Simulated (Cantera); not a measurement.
Charge: 1 mol MgO, 1.7 mol SiCl4, 0.15 mol O2, equilibrated at 725 °C and 0.750 Torr.

Cantera equilibrium calculation (NASA polynomials, part measured and part estimated; ideal gas, pure solids and liquids). Candidate condensed phases: Mg, MgCl2, MgO, MgSiO3, Mg2SiO4, Si, SiO2; 20 gas species. Condensed phases not in the tables: alloys, solid solutions and most ternary compounds. The numbers say what is thermodynamically allowed, not how fast it happens.

Base state: SiCl4 0.635, MgCl2 0.182, Cl2 0.179, Cl 0.00504 (mole fractions); condensed: MgCl2(l) + SiO2(β-quartz).

Question: What changes in the equilibrium state with this change: temperature from 725 °C to 575 °C?

Answer: 
```
species               before     after
-------------------  -------  --------
SiCl4                  0.635     0.777
Cl2                    0.179     0.222
MgCl2                  0.182   0.00122
Cl                   0.00504  0.000399
MgCl2(l), mol          0.699         0
SiO2(β-quartz), mol    0.650     0.650
MgCl2(s), mol              0     0.998
```
